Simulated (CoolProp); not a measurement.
The numbers come from the reference Helmholtz-energy equation of state, Smukala 2000 in CoolProp.

### Question
For ethylene, give the phase and the Z, cp (kJ/(kg K)), speed of sound (m/s), isothermal compressibility (1/MPa) at 168.3 K and 3.45 MPa; 140.5 K and 2.33 MPa.

### Answer
- 168.3 K and 3.45 MPa: liquid; Z 0.121, cp 2.40, speed of sound 1340, isothermal compressibility 0.00169
- 140.5 K and 2.33 MPa: liquid; Z 0.0919, cp 2.40, speed of sound 1530, isothermal compressibility 0.00115
